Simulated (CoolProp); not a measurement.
CF4 (R14) along the isobar 5380 kPa: density (kg/m³) from the reference equation and from simpler models built on Tc = 227.4 K, pc = 3762 kPa, ω = 0.178; each cubic takes its own stable root.

Model: reference Helmholtz-energy equation of state, Platzer 1990, in CoolProp. This equation is an older, rougher fit; its heat capacities, sound speeds and derivatives of the liquid may be far off and weren't checked against measurements.

```
T (K)          phase  reference
-----  -------------  ---------
137.8         liquid       1659
156           liquid       1566
174.3         liquid       1466
192.5         liquid       1353
210.7         liquid       1212
229    supercritical      989.2
247.2  supercritical      471.5
265.5  supercritical      321.1
```

Q: How far does each simpler model (van der Waals, Redlich-Kwong, Soave-Redlich-Kwong) lie from the reference over these 8 states: mean and median of the absolute difference, and the worst?

A: 
- van der Waals: mean 26.0 %, median 30.9 %, worst -33.2 % at 137.8 K and 5380 kPa
- Redlich-Kwong: mean 5.8 %, median 4.2 %, worst -12.2 % at 229 K and 5380 kPa
- Soave-Redlich-Kwong: mean 4.5 %, median 3.3 %, worst -12.6 % at 229 K and 5380 kPa
